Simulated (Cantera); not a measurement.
A closed system holds: 1 mol Pb, 0.087 mol CO, 0.44 mol N₂, equilibrated at 1.00 Torr.

Equilibrium computed with Cantera from the NASA thermochemical tables; the gas is ideal and each condensed phase is pure. Candidate condensed phases: C, Pb, PbO, PbO₂, Pb₃O₄; 27 gas species. The numbers say what is thermodynamically allowed, not how fast it happens. All values below are at 800 K.

Base state: N₂ 0.838, CO 0.159, CO₂ 0.00333, Pb 4.61e-5 (mole fractions); condensed: C(graphite) + Pb(l).

Problem. What changes in the equilibrium state with this change: pressure from 1.00 Torr to 2.48 Torr?

Solution. 
```tsv
species	before	after
N₂	0.838	0.841
CO	0.159	0.151
CO₂	0.00333	0.00747
Pb	4.61e-5	1.86e-5
C(graphite), mol	0.00175	0.00391
Pb(l), mol	1.000	1.000
```
